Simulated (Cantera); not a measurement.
Input: 1 mol Fe2O3, 1.3 mol H2, 4.2 mol N2, at 1902 °C.

These are equilibrium values from Cantera (NASA tables, ideal gas, pure condensed phases), not measurements of a reactor. Candidate condensed phases: Fe, FeO, Fe(OH)2, Fe(OH)3, Fe2O3, Fe3O4, H2O; 27 gas species. The tables' stoichiometric FeO is somewhat more stable than real wüstite, so its field is too wide. FeO: taken at fixed stoichiometry. Equilibrium is a limit: real reactors are often held back by kinetics, nucleation or transport.

Question: What share of the Fe ends up in condensed phases as a function of P (Pa), at 10, 68, 460, 3200, 22000, 150000, 1000000?

Answer: 
```tsv
P (Pa)	Fe condensed (%)	as
10	0.0	-
68	0.0	-
460	86.5	FeO(l)
3200	97.4	FeO(l)
22000	99.5	FeO(l)
150000	99.9	FeO(l)
1000000	100.0	FeO(l)
```
